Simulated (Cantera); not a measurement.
An isothermal, constant-pressure homogeneous reactor starts with 5.21 % H2, 77.7 % O2, 17.1 % N2, at 1175 K and 0.00430 bar.

Detailed kinetics in Cantera: the H2/O2 subset of GRI-Mech 3.0, which has no nitrogen chemistry. Radical loss at walls, strong at low pressure, is not modelled. The temperature is held fixed by assumption; the heat of reaction is taken as removed at once.

One state of this run: x H2 = 3.03e-6; x O2 = 0.771; x OH = 0.000174; x O = 8.45e-5; x H = 1.40e-6; x H2O = 0.0534. x: mole fraction; the columns are a selection and need not sum to one.

### Question
Which value of t (s) does it belong to?
A. 0.000763
B. 9.00
C. 2.36
D. 0.000200

### Answer
B, 9.00
